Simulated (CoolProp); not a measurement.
Computed with CoolProp (reference Helmholtz-energy equation of state, Platzer 1990). This equation is an older, rougher fit.

**Question.** For R114, give the phase and the cp (kJ/(kg K)), isothermal compressibility (1/MPa), expansivity (1/kK) at 397 K and 838 kPa; 397 K and 1080 kPa; 397 K and 1560 kPa.

**Answer.** 
- 397 K and 838 kPa: gas; cp 0.832, isothermal compressibility 1.36, expansivity 3.71
- 397 K and 1080 kPa: gas; cp 0.855, isothermal compressibility 1.12, expansivity 4.29
- 397 K and 1560 kPa: gas; cp 0.933, isothermal compressibility 0.902, expansivity 6.22
